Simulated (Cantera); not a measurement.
A freely propagating, adiabatic, planar premixed flame of H2 : O2 : N2 = 1 : 0.227 : 1.09 (molar parts), unburnt at 475 K and 9.87 atm; unity-Lewis-number transport, grid criteria slope 0.08 and curve 0.16, no radiation.

Detailed kinetics in Cantera: the H2/O2 subset of GRI-Mech 3.0, which has no nitrogen chemistry. The hydrogen kinetics of GRI-Mech 3.0 are dated; newer H2 mechanisms differ, most at raised pressure. Unity Lewis numbers drop preferential diffusion, which matters most where H2 and H carry the flame. Burning velocities carry a grid error of a few per cent, more on coarse grids.

x: mole fraction of selected species; z is measured from the peak of heat release.

```
z (mm)    T (K)  u (m/s)   x H2      x O2       x O     x H2O   x H2O2      x OH
--------  -----  -------  -----  --------  --------  --------  -------  --------
-0.0881     475     2.28  0.432    0.0980     <1e-8   3.72e-5  1.34e-7     <1e-8
-0.0588     477     2.29  0.431    0.0978     <1e-8  0.000301  1.08e-6     <1e-8
-0.0441     483     2.32  0.431    0.0975     <1e-8       [?]      [?]     <1e-8
-0.0294     518     2.48  0.427    0.0955   7.57e-8   0.00528  1.68e-5     <1e-8
-0.0147     767     3.62  0.403    0.0809   7.69e-6    0.0365  7.01e-5   1.22e-5
-0.00735   1098     5.07  0.365    0.0598  0.000108    0.0825  6.80e-5  0.000254
0          1441     6.50  0.312    0.0329  0.000431     0.141  1.70e-5  0.000756
0.00735    1651     7.34  0.272    0.0136  0.000447     0.183  2.74e-6   0.00121
0.0147     1758     7.75  0.256   0.00504  0.000261     0.202  1.23e-6   0.00136
0.0294     1847     8.09  0.251  0.000826   9.01e-5     0.212  4.41e-7   0.00120
0.0588     1907     8.31  0.255       [?]       [?]     0.215      [?]       [?]
0.118      1942     8.43  0.258   5.09e-6   7.78e-6     0.216  4.05e-8  0.000447
0.235      1961     8.50  0.259   1.01e-6   2.08e-6     0.217  1.23e-8  0.000237
```

Fill in the missing entries.


- -0.0441, x H2O: 0.000978
- -0.0441, x H2O2: 3.43e-6
- 0.0588, x O2: 6.28e-5
- 0.0588, x O: 2.75e-5
- 0.0588, x H2O2: 1.31e-7
- 0.0588, x OH: 0.000795
